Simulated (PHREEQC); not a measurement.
**Leach liquor: speciation**

Make-up at 20 °C: 0.16 mol HCl, 0.044 mol NiSO4 and 0.45 mol Na2SO4 per kg of water. Closed to the air; pH follows from the charge balance.

The numbers come from PHREEQC with the ion-association model, wateq4f.dat.

This is a speciation only: nothing precipitates in the calculation.

**Question.** Predict the pH, activity of water, ionic strength.

**Answer.** pH 1.56; activity of water 0.975; ionic strength 1.06 mol/kgw.

**Question.** In which forms is Na present?

**Answer.** Na+ 85 %, NaSO4- 15 % of the Na.

Ionic strength above about 0.7 mol/kgw puts this run outside the model's range. Species that the database lacks are ignored.
